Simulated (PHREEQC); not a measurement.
Make-up at 15 °C: 0.61 mol/kgw LiBr, 0.61 mol/kgw SrCl2 and 1.3 mol/kgw KBr. It is in equilibrium with CO2 at log p = -3.4 (atm). Otherwise closed; pH follows from the charge balance.

All values are PHREEQC results (Pitzer model, pitzer.dat), not measurements.

Q: The ionic strength comes out as 3.74 mol/kgw. What activity coefficients do Br-, Sr+2, HCO3-, Li+, Cl- get?

A: Br- 0.63, Sr+2 0.57, HCO3- 0.29, Li+ 1.8, Cl- 0.56. Single-ion values are on the MacInnes scale.

No solid was allowed to form. In brines, pH and single-ion activities rest on the MacInnes convention.
